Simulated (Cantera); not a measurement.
# Counterflow diffusion flame

A counterflow diffusion flame at 0.620 bar, nozzles 20 mm apart: fuel side H2 : N2 = 1 : 0.56 (molar parts) at 498 K, oxidiser side O2 : N2 = 0.27 : 0.73 (molar parts) at 300 K, fuel mass flux 0.43 times the oxidiser's; mixture-averaged transport, no radiation.

Computed with Cantera and the H2/O2 subset of GRI-Mech 3.0, which has no nitrogen chemistry. The maximum strain rate includes the flame's own expansion and is several times the mean.

```csv
oxidiser flux (kg/m²/s),max strain (1/s),mean strain (1/s),T max (K),peak x OH,peak x H,peak x H2O,peak x HO2
0.37,373,72.4,2325,0.0219,0.0182,0.303,5.45e-5
0.59,580,115,2262,0.0220,0.0212,0.299,7.35e-5
0.92,866,180,2193,0.0220,0.0246,0.295,9.45e-5
1.5,1340,294,2108,0.0213,0.0286,0.290,0.000120
2.3,1960,450,2030,0.0205,0.0325,0.286,0.000147
3.6,2900,704,1949,0.0195,0.0369,0.281,0.000178
5.7,4280,1120,1860,0.0179,0.0412,0.276,0.000213
9,6280,1760,1769,0.0162,0.0456,0.270,0.000254
```
x: mole fraction; the columns are a selection and need not sum to one.
